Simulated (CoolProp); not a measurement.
Saturated liquid density (kg/m³) of water: the reference equation beside estimates from Tc = 373.9 °C, pc = 22060 kPa, ω = 0.344. Rackett uses Z = 0.29056 − 0.08775 ω.

Computed with CoolProp (reference Helmholtz-energy equation of state, Wagner 2002).

```csv
T (°C),reference,Rackett,van der Waals,Redlich-Kwong,Soave-Redlich-Kwong,Peng-Robinson
74.65,975.0,835.3,474.0,701.9,727.0,818.3
77.75,973.2,832.6,472.6,699.6,725.1,816.3
80.75,971.3,830.0,471.3,697.4,723.1,814.2
83.85,969.3,827.3,469.9,695.1,721.1,812.1
86.95,967.3,824.6,468.5,692.7,719.1,809.9
89.95,965.3,822.0,467.1,690.4,717.1,807.8
93.05,963.2,819.3,465.7,688.0,715.0,805.6
96.15,961.1,816.5,464.3,685.6,712.9,803.4
99.15,959.0,813.9,462.9,683.2,710.9,801.2
102.25,956.7,811.1,461.5,680.8,708.7,798.9
105.35,954.4,808.3,460.0,678.3,706.6,796.6
108.45,952.1,805.5,458.6,675.8,704.4,794.2
111.45,949.8,802.8,457.2,673.4,702.2,791.9
114.55,947.4,800.0,455.7,670.8,700.0,789.5
117.65,945.0,797.1,454.2,668.3,697.7,787.1
```

Absolute difference from the reference over all 15 rows, mean and median: Rackett 15.0 and 15.0 %, van der Waals 51.7 and 51.7 %, Redlich-Kwong 28.7 and 28.7 %, Soave-Redlich-Kwong 25.8 and 25.8 %, Peng-Robinson 16.4 and 16.4 %.
